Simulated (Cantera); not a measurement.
Charge: 1 mol Si, 5.6 mol HCl, 0.67 mol N₂, equilibrated at 673 K.

These are equilibrium values from Cantera (NASA tables, ideal gas, pure condensed phases), not measurements of a reactor. Candidate condensed phases: NH₄Cl, Si, Si₃N₄; 28 gas species. N₂ is the only nitrogen source here; it is nearly inert below about 1500 K, so the nitride shown seldom forms there in practice. Kinetics and transport are ignored.

Problem. Which condensed phases are stable at each of these points (P (Pa)): 1, 3.60, 13, 46, 170, 600, 2200, 7700, 28000, 100000?

Solution. 
```csv
P (Pa),condensed phases,Si condensed (%)
1,Si₃N₄(s),22.9
3.60,Si₃N₄(s),19.1
13,Si₃N₄(s),15.3
46,Si₃N₄(s),11.7
170,Si₃N₄(s),8.1
600,Si₃N₄(s),4.7
2200,Si₃N₄(s),1.4
7700,gas only,0.0
28000,gas only,0.0
100000,gas only,0.0
```

From 1.00 Pa to 2200 Pa the condensed part is Si₃N₄(s). From 7700 Pa to 100000 Pa nothing is condensed.
